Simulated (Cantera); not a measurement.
# Fluorocarbon and chlorocarbon gases: c-C4F8 + HCl + H2

Input: 1 mol c-C4F8, a varied amount of HCl, 6.2 mol H2, held at 2350 K and 458 Torr.

Method: chemical equilibrium by Gibbs-energy minimisation in Cantera with the NASA 1993 tables (ideal gas, pure condensed phases). Candidate condensed phases: C, C6H6, C7H8, C8H18; 118 gas species. The feed counts by its element totals alone. Rates play no part.

| n(HCl) (mol) | log p HF | log p H2 | log p HCl | log p H | log p Cl | log p C2H2 (acetylene) | n C(graphite) |
|---|---|---|---|---|---|---|---|
| 0.023 | -0.32 | -0.89 | -2.87 | -2.35 | -4.48 | -3.15 | 3.98 |
| 0.086 | -0.33 | -0.90 | -2.30 | -2.35 | -3.91 | -3.15 | 3.98 |
| 0.15 | -0.33 | -0.90 | -2.07 | -2.35 | -3.67 | -3.16 | 3.98 |
| 0.21 | -0.33 | -0.90 | -1.92 | -2.35 | -3.52 | -3.16 | 3.98 |
| 0.28 | -0.33 | -0.90 | -1.80 | -2.36 | -3.40 | -3.16 | 3.98 |
| 0.34 | -0.34 | -0.91 | -1.72 | -2.36 | -3.31 | -3.16 | 3.98 |
| 0.4 | -0.34 | -0.91 | -1.65 | -2.36 | -3.25 | -3.17 | 3.98 |
| 0.47 | -0.34 | -0.91 | -1.58 | -2.36 | -3.18 | -3.17 | 3.98 |
| 0.53 | -0.34 | -0.91 | -1.53 | -2.36 | -3.13 | -3.17 | 3.98 |
| 0.59 | -0.35 | -0.92 | -1.49 | -2.36 | -3.08 | -3.17 | 3.98 |
| 0.66 | -0.35 | -0.92 | -1.44 | -2.36 | -3.03 | -3.18 | 3.98 |
log p: log10 of the partial pressure in bar; n: condensed amount in mol.

From 0.023 mol HCl to 0.66 mol HCl the condensed part is C(graphite). The main C-bearing gas is C2H2 (acetylene) throughout.
